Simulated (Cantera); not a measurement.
A perfectly stirred reactor is fed with CH4 : H2 = 1 : 4.5 (molar parts), at 1.00 bar; it is held at 1600 K, and followed from long to short residence time.

Detailed kinetics in Cantera: GRI-Mech 3.0 (53 species, 325 reactions). GRI-Mech 3.0 stops at C3 and has no aromatics, soot or wall deposition, so with more carbon than oxygen in the feed, carbon stays in small species such as C2H2 where larger ones or solid carbon would form.

One state of this run: x CH4 = 0.0940; x H2 = 0.868; x C2H2 = 0.0339; x CH3 = 0.000103; x C2H = 6.12e-9. x: mole fraction; the columns are a selection and need not sum to one.

Which value of τ (s) does it belong to?
(A) 0.48
(B) 0.013
(C) 0.0015
(D) 0.0031

A, 0.48
